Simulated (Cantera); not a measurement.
Charge: 1 mol SiHCl3, 0.42 mol NH3, 14 mol H2, held at 1600 °C and 13.3 mbar.

Equilibrium computed with Cantera from the NASA thermochemical tables; the gas is ideal and each condensed phase is pure. The tables' values for SiCl, SiCl3 are old estimates; treat these amounts as uncertain. Gases not in the tables: Si2H6 and higher silanes. Equilibrium is a limit: real reactors are often held back by kinetics, nucleation or transport.

```csv
species,before,after
H2,0.841,0.825
HCl,0.104,0.102
SiCl2,0.0360,0.0352
H,0.00512,0.0161
Si,0.000661,0.00661
N2,0.0124,0.0123
Si2,4.94e-6,4.94e-5
Si3,1.13e-6,1.13e-5
SiCl3,0.000175,5.34e-5
Si2N,4.56e-6,1.43e-5
SiH,6.52e-5,0.000204
SiCl,0.000494,0.00154
"Si(l), mol",0.366,0.250
```
Gas species are given as mole fractions.

Q: What was changed between the two runs?
A. temperature from 1600 °C to 1027 °C
B. temperature from 1600 °C to 877 °C
C. pressure from 13.3 mbar to 1.33 mbar
D. H2 from 14 to 35 mol

A: C, pressure from 13.3 mbar to 1.33 mbar
